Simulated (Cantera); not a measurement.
## Thermodynamics of silicon carbide growth, feed CH₃SiH₃ + H₂

Input: 1 mol CH₃SiH₃, 34 mol H₂, equilibrated at 2623.15 K.

These are equilibrium values from Cantera (NASA tables, ideal gas, pure condensed phases), not measurements of a reactor. Candidate condensed phases: C, C₆H₆, C₇H₈, C₈H₁₈, Si, SiC; 87 gas species. The feed counts by its element totals alone. Gases not in the tables: Si₂H₆ and higher silanes. Rates play no part.

```
P (Pa)   x H₂     x H     x Si  x C₂H₂ (acetylene)    x SiC₂    x Si₂C     x SiH      x C₃  n SiC(s)
------  -----  ------  -------  ------------------  --------  --------  --------  --------  --------
100     0.277   0.701   0.0141             0.00269   0.00281   7.94e-6   5.20e-5   0.00125         0
270     0.438   0.537   0.0156             0.00464   0.00340   2.74e-5  0.000119  0.000527         0
720     0.590   0.382   0.0172             0.00614   0.00366   8.72e-5  0.000247  0.000192         0
1900    0.712   0.258   0.0181             0.00715   0.00373  0.000253  0.000466   6.91e-5         0
5200    0.803   0.166   0.0181             0.00783   0.00363  0.000681  0.000819   2.42e-5         0
14000   0.864   0.105   0.0168             0.00824   0.00328   0.00155   0.00129   8.67e-6         0
37000   0.904  0.0659   0.0137             0.00813   0.00252   0.00264   0.00175   3.00e-6    0.0514
100000  0.943  0.0409  0.00670             0.00483  0.000703   0.00129   0.00144   4.79e-7     0.520
```
x: gas mole fraction; n: condensed amount in mol.

From 0.00100 bar to 0.140 bar nothing is condensed. From 0.370 bar to 1.00 bar the condensed part is SiC(s). The main Si-bearing gas is Si throughout.
